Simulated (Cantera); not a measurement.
# Ammonia decomposition in nitride growth gas

A perfectly stirred reactor is fed with NH3 : H2 = 2.6 : 2 (molar parts), at 0.860 bar; it is held at 1625 K, and followed from long to short residence time.

Detailed kinetics in Cantera: the gas-phase N/H chemistry of the illustrative SiF4/NH3 mechanism in the Surface Chemkin manual (1991). Walls and surfaces, which speed up NH3 decomposition in real reactors, are not modelled.

```csv
τ (s),x NH3,x H2,x NH,x N2H4,x NH2,x N2
2.1,0.436,0.523,2.69e-7,7.25e-8,6.43e-5,0.0413
1.0,0.492,0.485,2.87e-7,8.73e-8,7.06e-5,0.0235
0.47,0.527,0.461,2.96e-7,9.70e-8,7.44e-5,0.0122
0.22,0.546,0.448,3.01e-7,1.02e-7,7.64e-5,0.00599
0.10,0.556,0.441,3.01e-7,1.04e-7,7.72e-5,0.00277
0.047,0.561,0.438,2.98e-7,1.04e-7,7.71e-5,0.00130
0.022,0.563,0.436,2.89e-7,1.01e-7,7.61e-5,0.000588
0.010,0.564,0.435,2.70e-7,9.47e-8,7.35e-5,0.000247
0.0048,0.565,0.435,2.34e-7,8.19e-8,6.84e-5,0.000100
0.0022,0.565,0.435,1.67e-7,5.84e-8,5.77e-5,3.11e-5
```
x: mole fraction; the columns are a selection and need not sum to one.
